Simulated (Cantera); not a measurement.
## Tantalum, niobium, vanadium and zirconium in process gases: Ta + CO2

Input: 1 mol Ta, a varied amount of CO2, at 2002 °C and 0.0133 bar.

These are equilibrium values from Cantera (NASA tables, ideal gas, pure condensed phases), not measurements of a reactor. Candidate condensed phases: C, Ta, TaC, Ta2O5; 15 gas species. Mutual solubility and eutectic melting of coexisting phases are not modelled. Condensed phases not in the tables: Ta2C, N, O or C dissolved in the metal. Equilibrium is a limit: real reactors are often held back by kinetics, nucleation or transport.

From 0.82 mol CO2 to 2.1 mol CO2 the condensed part is Ta(s) + Ta2O5(l). From 2.8 mol CO2 to 7 mol CO2 the condensed part is Ta2O5(l). The main Ta-bearing gas is TaO2 throughout.

| n(CO2) (mol) | log p CO | log p CO2 | log p O2 | log p O | log p TaO2 | log p TaO | n Ta(s) | n Ta2O5(l) |
|---|---|---|---|---|---|---|---|---|
| 0.82 | -1.88 | -4.96 | -10.18 | -7.46 | -4.28 | -4.95 | 0.671 | 0.162 |
| 1.1 | -1.88 | -4.96 | -10.18 | -7.46 | -4.28 | -4.95 | 0.559 | 0.218 |
| 1.5 | -1.88 | -4.96 | -10.18 | -7.46 | -4.28 | -4.95 | 0.399 | 0.297 |
| 2.1 | -1.88 | -4.96 | -10.18 | -7.46 | -4.28 | -4.95 | 0.158 | 0.416 |
| 2.8 | -1.92 | -2.85 | -5.85 | -5.29 | -5.37 | -8.19 | 0 | 0.500 |
| 3.8 | -2.06 | -2.35 | -4.60 | -4.67 | -5.68 | -9.13 | 0 | 0.500 |
| 5.1 | -2.17 | -2.19 | -4.03 | -4.38 | -5.82 | -9.56 | 0 | 0.500 |
| 7 | -2.29 | -2.10 | -3.64 | -4.19 | -5.92 | -9.85 | 0 | 0.500 |
log p: log10 of the partial pressure in bar; n: condensed amount in mol.
